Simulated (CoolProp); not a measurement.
Computed with CoolProp (reference Helmholtz-energy equation of state, Kamei 1995).

Task: For R22, give the phase and the speed of sound (m/s) at 53.25 °C and 0.0316 MPa; -32.95 °C and 0.308 MPa; 25.15 °C and 10.1 MPa.

Result: 
- 53.25 °C and 0.0316 MPa: gas; speed of sound 191
- -32.95 °C and 0.308 MPa: liquid; speed of sound 815
- 25.15 °C and 10.1 MPa: liquid; speed of sound 626
